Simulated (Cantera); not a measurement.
# Iron carbonyl, mercury and lead vapours: HgO + N2

Feed: 1 mol HgO, 2.3 mol N2, equilibrated at 350 °C.

Method: chemical equilibrium by Gibbs-energy minimisation in Cantera with the NASA 1993 tables (ideal gas, pure condensed phases). Candidate condensed phases: Hg, HgO; 10 gas species. Rates play no part.

From 10.0 Pa to 72.0 mbar nothing is condensed. From 0.370 bar to 10.0 bar the condensed part is HgO(s). The main Hg-bearing gas is Hg throughout.

```tsv
P (Pa)	x N2	x Hg	x O2	x NO2	x NO	n HgO(s)
10	0.605	0.263	0.132	8.26e-10	2.81e-8	0
52	0.605	0.263	0.132	1.88e-9	2.81e-8	0
270	0.605	0.263	0.132	4.29e-9	2.81e-8	0
1400	0.605	0.263	0.132	9.77e-9	2.81e-8	0
7200	0.605	0.263	0.132	2.22e-8	2.81e-8	0
37000	0.786	0.143	0.0714	3.11e-8	2.36e-8	0.582
190000	0.958	0.0278	0.0139	1.51e-8	1.15e-8	0.933
1000000	0.992	0.00528	0.00264	6.71e-9	5.09e-9	0.988
```
x: gas mole fraction; n: condensed amount in mol.
